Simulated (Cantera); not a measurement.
Feed: 1 mol HCl, 0.15 mol H2, 4.4 mol O2, equilibrated at 1900000 Pa.

These are equilibrium values from Cantera (NASA tables, ideal gas, pure condensed phases), not measurements of a reactor. Candidate condensed phases: H2O; 14 gas species. The numbers say what is thermodynamically allowed, not how fast it happens.

At 2425 K, list the 7 most abundant gas species with their mole fractions, and the condensed phases.

O2 0.763, HCl 0.121, H2O 0.0538, Cl 0.0467, OH 0.00551, Cl2 0.00517, ClO 0.00205. Condensed: gas only.
